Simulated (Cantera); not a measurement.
Cantera with NASA thermochemical tables; ideal gases at 1 bar, condensed phases pure. Values are per mole of reaction as written; species without (g) are pure solids or liquids, kept so even where they would boil at 1 bar.

2 NH₃(g) + 5 V₂O₅ ⇌ 2 NO₂(g) + 5 V₂O₃ + 3 H₂O₂(g), with ΔH° = 1410.5 kJ and ΔS° = 636.4 J/K at 300 K.

How far is the shortcut ΔG° ≈ ΔH°(300 K) − T·ΔS°(300 K) from the full temperature-dependent value at 473, 623, 773, 923, 1073, 1223 K?


| T (K) | shortcut (kJ) | full (kJ) | difference (kJ) | difference in log10 K | condensed phases |
|---|---|---|---|---|---|
| 473 | 1109.4 | 1110.0 | -0.5 | 0.06 | V₂O₅(s), V₂O₃(s) |
| 623 | 1014.0 | 1016.6 | -2.6 | 0.22 | V₂O₅(s), V₂O₃(s) |
| 773 | 918.5 | 924.7 | -6.2 | 0.42 | V₂O₅(s), V₂O₃(s) |
| 923 | 823.1 | 834.3 | -11.2 | 0.63 | V₂O₅(s), V₂O₃(s) |
| 1073 | 727.6 | 789.8 | -62.2 | 3.03 | V₂O₅(l), V₂O₃(s) |
| 1223 | 632.2 | 753.7 | -121.6 | 5.19 | V₂O₅(l), V₂O₃(s) |
The shortcut ignores heat capacities and the phase changes listed.
